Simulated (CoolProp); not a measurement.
Saturation properties of n-hexane (Tc = 507.8 K, pc = 3.044 MPa, ω = 0.300).

Computed with CoolProp (reference Helmholtz-energy equation of state, Thol 2019).

```
T (K)     p (MPa)  vapour Z  surface tension (mN/m)  liquid viscosity (µPa s)  vapour viscosity (µPa s)
-----  ----------  --------  ----------------------  ------------------------  ------------------------
397        0.4362    0.8663                    8.15                       128                (withheld)
407.3      0.5458    0.8440              (withheld)                       118                      8.86
417.6      0.6749    0.8192                    6.31                       108                      9.29
427.9      0.8257    0.7918                    5.42                      99.4                      9.80
438.3       1.002    0.7610                    4.55                      91.0                      10.4
448.6  (withheld)    0.7269                    3.72                      83.1                (withheld)
458.9       1.434    0.6886                    2.92                      75.5                      11.8
469.2       1.696    0.6451                    2.17                      67.9                      12.6
479.6       1.997    0.5938                    1.45                      60.3                      13.7
```

### Question
Fill in the missing entries.

### Answer

- 397, vapour viscosity (µPa s): 8.48
- 407.3, surface tension (mN/m): 7.22
- 448.6, p (MPa): 1.203
- 448.6, vapour viscosity (µPa s): 11.0

It boils at 341.9 K under 1 atm.

Viscosity comes from a separate model (Michailidou 2013). Surface tension comes from a separate correlation (Mulero 2012).
